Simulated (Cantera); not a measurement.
A perfectly stirred reactor is fed with H2 : O2 = 0.17 : 1 (molar parts), at 0.0132 atm; it is held at 1148 K, and followed from long to short residence time.

Computed with Cantera and GRI-Mech 3.0 (53 species, 325 reactions). Radical loss at walls, strong at low pressure, is not modelled. The temperature is held fixed by assumption; the heat of reaction is taken as removed at once.

**Question.** Predict: x(H2) at τ = 0.430 s; x(O2) at τ = 0.430 s; x(OH) at τ = 0.430 s; x(H2O2) at τ = 0.430 s; x(H2O) at τ = 0.430 s; x(H2) at τ = 6.70 ms; x(O2) at τ = 6.70 ms; x(OH) at τ = 6.70 ms; x(H2O2) at τ = 6.70 ms; x(H2O) at τ = 6.70 ms.

**Answer.** x(H2) at τ = 0.430 s: 0.000886
x(O2) at τ = 0.430 s: 0.838
x(OH) at τ = 0.430 s: 0.00202
x(H2O2) at τ = 0.430 s: 2.82e-7
x(H2O) at τ = 0.430 s: 0.154
x(H2) at τ = 6.70 ms: 0.00951
x(O2) at τ = 6.70 ms: 0.796
x(OH) at τ = 6.70 ms: 0.00677
x(H2O2) at τ = 6.70 ms: 3.29e-7
x(H2O) at τ = 6.70 ms: 0.123
